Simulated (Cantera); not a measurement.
Input: 1 mol n-butane, 0.22 mol O2, 22 mol H2, at 0.133 bar.

Equilibrium computed with Cantera from the NASA thermochemical tables; the gas is ideal and each condensed phase is pure. Candidate condensed phases: C, C6H6, C7H8, C8H18, H2O; 110 gas species. Rates play no part.

**Question.** Which condensed phases are stable at each of these points (T (°C)): 402, 427, 452, 477, 502, 527, 552, 577?

**Answer.** 
```tsv
T (°C)	condensed phases	C condensed (%)
402	gas only	0.0
427	gas only	0.0
452	gas only	0.0
477	gas only	0.0
502	gas only	0.0
527	C(graphite)	18.9
552	C(graphite)	36.6
577	C(graphite)	50.0
```

From 402 °C to 502 °C nothing is condensed. From 527 °C to 577 °C the condensed part is C(graphite).
